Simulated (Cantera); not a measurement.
# Carbothermic reduction: Fe₃O₄ + CH₄ + N₂

Input: 1 mol Fe₃O₄, 0.63 mol CH₄, a varied amount of N₂, at 852 °C and 1200 Pa.

Cantera equilibrium calculation (NASA polynomials, part measured and part estimated; ideal gas, pure solids and liquids). Candidate condensed phases: C, C₆H₆, C₇H₈, C₈H₁₈, Fe, Fe(CO)₅, FeO, Fe(OH)₂, Fe(OH)₃, Fe₂O₃, Fe₃O₄, H₂O; 140 gas species. The tables' stoichiometric FeO is somewhat more stable than real wüstite, so its field is too wide. FeO: taken at fixed stoichiometry. Equilibrium is a limit: real reactors are often held back by kinetics, nucleation or transport.

```tsv
n(N₂) (mol)	x N₂	x H₂	x CO	x H₂O	x CO₂	n FeO(s)
0.36	0.160	0.448	0.228	0.112	0.0520	3.00
1.5	0.442	0.297	0.151	0.0746	0.0345	3.00
2.6	0.579	0.224	0.114	0.0563	0.0261	3.00
3.8	0.668	0.177	0.0901	0.0444	0.0206	3.00
4.9	0.722	0.148	0.0755	0.0372	0.0172	3.00
6.1	0.763	0.126	0.0642	0.0317	0.0147	3.00
7.2	0.792	0.111	0.0564	0.0278	0.0129	3.00
8.4	0.816	0.0979	0.0498	0.0246	0.0114	3.00
9.5	0.834	0.0884	0.0450	0.0222	0.0103	3.00
```
x: gas mole fraction; n: condensed amount in mol.

From 0.36 mol N₂ to 9.5 mol N₂ the condensed part is FeO(s).
